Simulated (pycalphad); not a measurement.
Source of the numbers: pycalphad with the COST 507 light-alloy database (1999); pressure 1 atm. The data set is of 1999 and partly superseded. Phase fractions are per mole of atoms. Diffusion is slow at the low end, where real alloys seldom reach equilibrium.

Question: Give the equilibrium state of Ti-57.1B (at.%) at 2650 K.

Answer: B2M, fraction 0.625, with 66.7 B at.%; LIQUID, fraction 0.375, with 41.2 B at.%.

Question: Give the equilibrium state of Ti-57.1B (at.%) at 700 K.

Answer: 
```
T = 700.00 K, P = 101325 Pa, N = 1 mol of atoms
G = -108074 J/mol, H = -85603 J/mol, S = 32.10 J/(mol K)  (SER reference)
chemical potentials (J/mol): Ti -34526, B -163330
phase             fraction      x(Ti)       x(B)
B4M3                0.9940     0.4286     0.5714
BM                  0.0060     0.5000     0.5000
```

Database names, with the compositions (at.%) that they take in these runs: B2M: B 67 Ti 33; B4M3: B 57 Ti 43; BM: Ti 50 B 50.
